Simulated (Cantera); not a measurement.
## SiHCl₃ + H₂ + CH₄ (silicon carbide growth)

Charge: 1 mol SiHCl₃, 5 mol H₂, 0.08 mol CH₄, held at 43.5 Torr.

Method: chemical equilibrium by Gibbs-energy minimisation in Cantera with the NASA 1993 tables (ideal gas, pure condensed phases). Candidate condensed phases: C, C₆H₆, C₇H₈, C₈H₁₈, Si, SiC; 109 gas species. Mutual solubility and eutectic melting of coexisting phases are not modelled. The tables' values for SiCl₃ are old estimates; treat these amounts as uncertain. Kinetics and transport are ignored.

```json
[
 {"T (K)": "950", "x H₂": "0.865", "x SiCl₄": "0.0932", "x HCl": "0.0144", "x SiHCl₃": "0.0256", "n Si(s)": "0.147", "n SiC(s)": "0.0800"},
 {"T (K)": "975", "x H₂": "0.862", "x SiCl₄": "0.0921", "x HCl": "0.0180", "x SiHCl₃": "0.0252", "n Si(s)": "0.152", "n SiC(s)": "0.0800"},
 {"T (K)": "1000", "x H₂": "0.859", "x SiCl₄": "0.0907", "x HCl": "0.0223", "x SiHCl₃": "0.0246", "n Si(s)": "0.158", "n SiC(s)": "0.0800"},
 {"T (K)": "1025", "x H₂": "0.855", "x SiCl₄": "0.0889", "x HCl": "0.0272", "x SiHCl₃": "0.0240", "n Si(s)": "0.164", "n SiC(s)": "0.0800"},
 {"T (K)": "1050", "x H₂": "0.851", "x SiCl₄": "0.0868", "x HCl": "0.0328", "x SiHCl₃": "0.0233", "n Si(s)": "0.170", "n SiC(s)": "0.0800"},
 {"T (K)": "1075", "x H₂": "0.846", "x SiCl₄": "0.0841", "x HCl": "0.0392", "x SiHCl₃": "0.0226", "n Si(s)": "0.176", "n SiC(s)": "0.0800"},
 {"T (K)": "1100", "x H₂": "0.840", "x SiCl₄": "0.0810", "x HCl": "0.0462", "x SiHCl₃": "0.0217", "n Si(s)": "0.182", "n SiC(s)": "0.0800"},
 {"T (K)": "1125", "x H₂": "0.833", "x SiCl₄": "0.0772", "x HCl": "0.0540", "x SiHCl₃": "0.0207", "n Si(s)": "0.187", "n SiC(s)": "0.0800"}
]
```
x: gas mole fraction; n: condensed amount in mol.

From 950 K to 1125 K the condensed part is Si(s) + SiC(s). The main Si-bearing gas is SiCl₄ throughout. The share of Si in condensed phases is highest at 1125 K (26.7 %) and lowest at 950 K (22.7 %).
